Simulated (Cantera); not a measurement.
A closed system holds: 1 mol Fe3O4, 0.32 mol C, 0.13 mol H2, at 1350 K and 6.90 mbar.

Equilibrium computed with Cantera from the NASA thermochemical tables; the gas is ideal and each condensed phase is pure. Candidate condensed phases: C, C6H6, C7H8, C8H18, Fe, Fe(CO)5, FeO, Fe(OH)2, Fe(OH)3, Fe2O3, Fe3O4, H2O; 114 gas species. Mutual solubility and eutectic melting of coexisting phases are not modelled. The tables' stoichiometric FeO is somewhat more stable than real wüstite, so its field is too wide. FeO: taken at fixed stoichiometry. Rates play no part.

Base state: CO2 0.676, H2O 0.281, CO 0.0355, H2 0.00751 (mole fractions); condensed: FeO(s) + Fe3O4(s).

Problem. What changes in the equilibrium state with this change: H2 from 0.13 to 0.77 mol?

Solution. 
```csv
species,before,after
H2O,0.281,0.474
H2,0.00751,0.232
CO2,0.676,0.150
CO,0.0355,0.144
H,2.49e-6,1.38e-5
"FeO(s), mol",2.25,3.00
"Fe3O4(s), mol",0.249,0
```

Problem. What changes in the equilibrium state with this change: temperature from 1350 K to 1948.15 K?

Solution. 
| species | before | after |
|---|---|---|
| CO2 | 0.676 | 0.548 |
| H2O | 0.281 | 0.222 |
| O2 | 8.46e-9 | 0.205 |
| CO | 0.0355 | 0.0123 |
| FeO | <1e-9 | 0.000237 |
| O | <1e-9 | 0.00242 |
| Fe | 5.86e-9 | 6.94e-5 |
| OH | 1.51e-6 | 0.00811 |
| H | 2.49e-6 | 0.000460 |
| FeO(s), mol | 2.25 | 0 |
| Fe3O4(s), mol | 0.249 | 0 |
| FeO(l), mol | 0 | 3.00 |

Problem. What changes in the equilibrium state with this change: Fe3O4 replaced by CuO?

Solution. 
```
species         before     after
-------------  -------  --------
CO2              0.676     0.711
H2O              0.281     0.289
O2             8.46e-9  0.000495
CO              0.0355  0.000154
H2             0.00751   3.19e-5
Cu                   0   7.09e-5
OH             1.51e-6   2.38e-5
FeO(s), mol       2.25         0
Fe3O4(s), mol    0.249         0
Cu(s), mol           0     0.541
Cu2O(s), mol         0     0.230
```
Further candidate phases: Cu, CuO, Cu(OH)2, Cu2O.
